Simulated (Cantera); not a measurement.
Equilibrium for boron, boron nitride and boron oxide: B₂O₃ + O₂ + NH₃

Input: 1 mol B₂O₃, 4.1 mol O₂, a varied amount of NH₃, equilibrated at 1525 K and 0.0100 bar.

Equilibrium computed with Cantera from the NASA thermochemical tables; the gas is ideal and each condensed phase is pure. Candidate condensed phases: B, BN, B₂O₃, B₃O₃H₃, H₂O; 39 gas species. Gases not in the tables: H₃BO₃. Rates play no part.

```json
[
 {"n(NH₃) (mol)": "0.51", "x O₂": "0.743", "x H₂O": "0.104", "x H₂": "3.17e-6", "x N₂": "0.0507", "x HBO₂": "0.0973", "n B₂O₃(l)": "0.738"},
 {"n(NH₃) (mol)": "1.4", "x O₂": "0.479", "x H₂O": "0.254", "x H₂": "9.64e-6", "x N₂": "0.110", "x HBO₂": "0.152", "n B₂O₃(l)": "0.492"},
 {"n(NH₃) (mol)": "2.3", "x O₂": "0.308", "x H₂O": "0.357", "x H₂": "1.69e-5", "x N₂": "0.149", "x HBO₂": "0.180", "n B₂O₃(l)": "0.276"},
 {"n(NH₃) (mol)": "3.1", "x O₂": "0.199", "x H₂O": "0.425", "x H₂": "2.50e-5", "x N₂": "0.174", "x HBO₂": "0.196", "n B₂O₃(l)": "0.0925"},
 {"n(NH₃) (mol)": "4", "x O₂": "0.108", "x H₂O": "0.498", "x H₂": "3.97e-5", "x N₂": "0.198", "x HBO₂": "0.192", "n B₂O₃(l)": "0"},
 {"n(NH₃) (mol)": "4.9", "x O₂": "0.0376", "x H₂O": "0.568", "x H₂": "7.70e-5", "x N₂": "0.218", "x HBO₂": "0.174", "n B₂O₃(l)": "0"},
 {"n(NH₃) (mol)": "5.8", "x O₂": "1.44e-7", "x H₂O": "0.573", "x H₂": "0.0397", "x N₂": "0.230", "x HBO₂": "0.155", "n B₂O₃(l)": "0"},
 {"n(NH₃) (mol)": "6.6", "x O₂": "1.25e-8", "x H₂O": "0.509", "x H₂": "0.120", "x N₂": "0.232", "x HBO₂": "0.138", "n B₂O₃(l)": "0"},
 {"n(NH₃) (mol)": "7.5", "x O₂": "3.88e-9", "x H₂O": "0.451", "x H₂": "0.191", "x N₂": "0.234", "x HBO₂": "0.122", "n B₂O₃(l)": "0"},
 {"n(NH₃) (mol)": "8.4", "x O₂": "1.86e-9", "x H₂O": "0.406", "x H₂": "0.247", "x N₂": "0.236", "x HBO₂": "0.110", "n B₂O₃(l)": "0"},
 {"n(NH₃) (mol)": "9.3", "x O₂": "1.09e-9", "x H₂O": "0.368", "x H₂": "0.293", "x N₂": "0.237", "x HBO₂": "0.0998", "n B₂O₃(l)": "0"}
]
```
x: gas mole fraction; n: condensed amount in mol.

From 0.51 mol NH₃ to 3.1 mol NH₃ the condensed part is B₂O₃(l). From 4 mol NH₃ to 9.3 mol NH₃ nothing is condensed.
